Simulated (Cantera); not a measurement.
## N2O furnace oxynitridation

An isothermal, constant-pressure homogeneous reactor starts with N2O : H2O = 1 : 0.026 (molar parts), at 1375 K and 0.0257 atm.

Model: GRI-Mech 3.0 (53 species, 325 reactions), integrated in Cantera. GRI-Mech 3.0 was tuned for natural gas; its chemistry of N2O as a main component is partial and can be far from experiment. Radical loss at walls, strong at low pressure, is not modelled. The mechanism lacks the step 2 NO + O2 → 2 NO2, which can matter for NO2 below about 1400 K. The temperature is held fixed by assumption; the heat of reaction is taken as removed at once.

```json
[
 {"t (s)": "1.00e-6", "x N2O": "0.975", "x H2O": "0.0253", "x H2": "<1e-12", "x O2": "4.74e-10", "x N2": "1.58e-7", "x OH": "4.72e-11", "x HO2": "<1e-12"},
 {"t (s)": "4.06e-6", "x N2O": "0.975", "x H2O": "0.0253", "x H2": "<1e-12", "x O2": "7.70e-9", "x N2": "6.50e-7", "x OH": "7.67e-10", "x HO2": "<1e-12"},
 {"t (s)": "1.65e-5", "x N2O": "0.975", "x H2O": "0.0253", "x H2": "<1e-12", "x O2": "1.23e-7", "x N2": "2.73e-6", "x OH": "1.23e-8", "x HO2": "1.38e-11"},
 {"t (s)": "6.71e-5", "x N2O": "0.975", "x H2O": "0.0253", "x H2": "<1e-12", "x O2": "1.80e-6", "x N2": "1.24e-5", "x OH": "1.78e-7", "x HO2": "8.29e-10"},
 {"t (s)": "0.000273", "x N2O": "0.975", "x H2O": "0.0253", "x H2": "4.03e-11", "x O2": "1.95e-5", "x N2": "6.26e-5", "x OH": "1.90e-6", "x HO2": "3.94e-8"},
 {"t (s)": "0.00111", "x N2O": "0.974", "x H2O": "0.0253", "x H2": "3.43e-9", "x O2": "0.000121", "x N2": "0.000297", "x OH": "1.09e-5", "x HO2": "1.04e-6"},
 {"t (s)": "0.00451", "x N2O": "0.973", "x H2O": "0.0253", "x H2": "9.32e-8", "x O2": "0.000547", "x N2": "0.00127", "x OH": "3.47e-5", "x HO2": "9.83e-6"},
 {"t (s)": "0.0183", "x N2O": "0.966", "x H2O": "0.0252", "x H2": "4.58e-7", "x O2": "0.00233", "x N2": "0.00528", "x OH": "5.64e-5", "x HO2": "1.15e-5"},
 {"t (s)": "0.0745", "x N2O": "0.940", "x H2O": "0.0250", "x H2": "4.31e-7", "x O2": "0.00947", "x N2": "0.0213", "x OH": "6.98e-5", "x HO2": "6.75e-6"},
 {"t (s)": "0.303", "x N2O": "0.845", "x H2O": "0.0242", "x H2": "2.58e-7", "x O2": "0.0362", "x N2": "0.0803", "x OH": "8.12e-5", "x HO2": "2.87e-6"},
 {"t (s)": "1.23", "x N2O": "0.566", "x H2O": "0.0218", "x H2": "2.52e-7", "x O2": "0.115", "x N2": "0.253", "x OH": "8.48e-5", "x HO2": "7.36e-7"},
 {"t (s)": "5.00", "x N2O": "0.145", "x H2O": "0.0182", "x H2": "3.70e-7", "x O2": "0.235", "x N2": "0.514", "x OH": "7.79e-5", "x HO2": "9.50e-8"}
]
```
x: mole fraction; the columns are a selection and need not sum to one.

Equilibrium at this temperature and pressure: N2O 6.77e-9, H2O 0.0170, H2 5.68e-8, O2 0.327, N2 0.655, OH 2.75e-5, HO2 1.70e-8 (gas phase only).
